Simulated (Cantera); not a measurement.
Adiabatic ignition

An adiabatic, constant-pressure homogeneous reactor starts with H₂ : O₂ : N₂ = 1 : 0.357 : 3.25 (molar parts), equivalence ratio 1.4, at 1775 K and 0.395 atm.

Cantera simulation using GRI-Mech 3.0 (53 species, 325 reactions); the numbers are that mechanism's predictions, not measurements.

```json
[
 {"t (s)": "1.00e-5", "T (K)": "1775", "x H₂": "0.217", "x O₂": "0.0774", "x N₂O": "6.63e-11", "x OH": "1.34e-5", "x NO": "4.06e-12", "x H": "0.000106", "x HO₂": "6.12e-6"},
 {"t (s)": "3.03e-5", "T (K)": "1835", "x H₂": "0.0722", "x O₂": "0.0172", "x N₂O": "1.09e-8", "x OH": "0.0110", "x NO": "7.22e-7", "x H": "0.0837", "x HO₂": "2.47e-6"},
 {"t (s)": "9.20e-5", "T (K)": "1954", "x H₂": "0.0616", "x O₂": "0.00977", "x N₂O": "1.35e-8", "x OH": "0.0131", "x NO": "1.63e-5", "x H": "0.0792", "x HO₂": "1.38e-6"},
 {"t (s)": "0.000279", "T (K)": "2156", "x H₂": "0.0650", "x O₂": "0.00730", "x N₂O": "1.42e-8", "x OH": "0.0144", "x NO": "5.65e-5", "x H": "0.0595", "x HO₂": "9.42e-7"},
 {"t (s)": "0.000847", "T (K)": "2405", "x H₂": "0.0670", "x O₂": "0.00422", "x N₂O": "2.31e-8", "x OH": "0.0137", "x NO": "0.000197", "x H": "0.0369", "x HO₂": "6.56e-7"},
 {"t (s)": "0.00257", "T (K)": "2592", "x H₂": "0.0674", "x O₂": "0.00191", "x N₂O": "5.33e-8", "x OH": "0.0106", "x NO": "0.000728", "x H": "0.0211", "x HO₂": "5.18e-7"},
 {"t (s)": "0.00779", "T (K)": "2627", "x H₂": "0.0680", "x O₂": "0.00140", "x N₂O": "7.08e-8", "x OH": "0.00928", "x NO": "0.00170", "x H": "0.0177", "x HO₂": "4.43e-7"},
 {"t (s)": "0.0236", "T (K)": "2625", "x H₂": "0.0683", "x O₂": "0.00135", "x N₂O": "7.63e-8", "x OH": "0.00915", "x NO": "0.00221", "x H": "0.0177", "x HO₂": "4.31e-7"},
 {"t (s)": "0.0717", "T (K)": "2625", "x H₂": "0.0683", "x O₂": "0.00135", "x N₂O": "7.65e-8", "x OH": "0.00915", "x NO": "0.00223", "x H": "0.0176", "x HO₂": "4.30e-7"},
 {"t (s)": "0.217", "T (K)": "2625", "x H₂": "0.0683", "x O₂": "0.00135", "x N₂O": "7.65e-8", "x OH": "0.00915", "x NO": "0.00223", "x H": "0.0176", "x HO₂": "4.30e-7"},
 {"t (s)": "0.659", "T (K)": "2625", "x H₂": "0.0683", "x O₂": "0.00135", "x N₂O": "7.65e-8", "x OH": "0.00915", "x NO": "0.00223", "x H": "0.0176", "x HO₂": "4.30e-7"},
 {"t (s)": "2.00", "T (K)": "2625", "x H₂": "0.0683", "x O₂": "0.00135", "x N₂O": "7.65e-8", "x OH": "0.00915", "x NO": "0.00223", "x H": "0.0176", "x HO₂": "4.30e-7"}
]
```
x: mole fraction; the columns are a selection and need not sum to one.

```
Quantity                                                             Value
---------------------------------  ---------------------------------------
time of steepest temperature rise                                  25.8 µs
temperature at 2.00 s                                               2625 K
equilibrium temperature                                             2625 K
x(H₂) at 2.00 s                      0.0683 (gas-phase equilibrium 0.0683)
x(O₂) at 2.00 s                    0.00135 (gas-phase equilibrium 0.00135)
x(N₂O) at 2.00 s                   7.65e-8 (gas-phase equilibrium 7.65e-8)
```
